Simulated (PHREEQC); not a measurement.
Consider water at 25 °C and 10 atm with 0.0024 mol/kgw BaCl2, 9.9e-05 mol/kgw CO2 and 0.00031 mol/kgw KCl. Closed to the air; pH follows from the charge balance.

Computed with PHREEQC (ion-association model, phreeqc.dat).

No solid was allowed to form.

### Question
Order these C species by the share of C that they hold, largest first: CO2, BaHCO3+, HCO3-.

### Answer
CO2 (93 %), HCO3- (7.0 %), BaHCO3+ (0.11 %)

The pH is 5.19 and the ionic strength 0.00752 mol/kgw. Complexes and solids missing from the database can't appear.
